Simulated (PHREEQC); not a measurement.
Dissolve 73 mmol/kgw H2SO4 and 0.23 mmol/kgw Li2SO4 at 20 °C. Closed to the air; pH follows from the charge balance.

Equilibrium calculation in PHREEQC: ion-association model, phreeqc.dat.

Task: The ionic strength comes out as 0.109 mol/kgw. What activity coefficients do H+, HSO4-, SO4-2, Li+, LiSO4- get?

Result: H+ 0.82, HSO4- 0.78, SO4-2 0.36, Li+ 0.79, LiSO4- 0.78.

This is a speciation only: nothing precipitates in the calculation. Complexes and solids missing from the database can't appear.
